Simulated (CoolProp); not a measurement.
A single-stage vapour-compression cycle with fluoroethane (R161): evaporating at 236.15 K (dew point), condensing at 265.15 K (bubble point), superheat 2 K, subcooling 8 K, compressor efficiency 0.75, no pressure losses. Each further row changes one setting.

The numbers come from the reference Helmholtz-energy equation of state, Wu 2012 in CoolProp.

```csv
case,cooling COP,pressure ratio,discharge temperature (K),refrigerating effect (kJ/kg),volumetric capacity (kJ/m³)
as stated,5.72,3.20,300.3,384,1000
evaporating temperature 241.15 K,(withheld),(withheld),293.8,(withheld),(withheld)
condensing temperature 260.15 K,(withheld),2.67,290.6,394,1030
subcooling 13 K,5.87,3.20,300.3,394,1030
superheat 12 K,5.63,3.20,(withheld),(withheld),(withheld)
compressor efficiency 0.65,4.96,3.20,308.1,384,1000
```

Q: Complete the blanks.

A: 
- evaporating temperature 241.15 K, cooling COP: 7.18
- evaporating temperature 241.15 K, pressure ratio: 2.56
- evaporating temperature 241.15 K, refrigerating effect (kJ/kg): 389
- evaporating temperature 241.15 K, volumetric capacity (kJ/m³): 1250
- condensing temperature 260.15 K, cooling COP: 7.03
- superheat 12 K, discharge temperature (K): 311.0
- superheat 12 K, refrigerating effect (kJ/kg): 395
- superheat 12 K, volumetric capacity (kJ/m³): 986
